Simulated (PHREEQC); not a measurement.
# Acid mine or pickling water (model solution)

Model water analysis in mg/L, 25 °C, pH 3.07, pe 9.7: Na 423; K 2.73; Ca 854; Mg 10.9; Cl 1550; S(6) as SO4 2390; Cu(2) 106.

Valence states are taken as typed.

Model: ion-association model, phreeqc.dat, run in PHREEQC.

This is a speciation only: nothing precipitates in the calculation.

Question: Predict the ionic strength, specific conductance, charge-balance error.

Answer: ionic strength 0.0981 mol/kgw; specific conductance 7100 µS/cm; charge-balance error -20.4 %.

Question: In which forms is Na present?

Answer: Na+ 97 %, NaSO4- 3.0 % of the Na.

Saturation is exceeded, for instance for Gypsum; the values hold only as long as no solid forms.
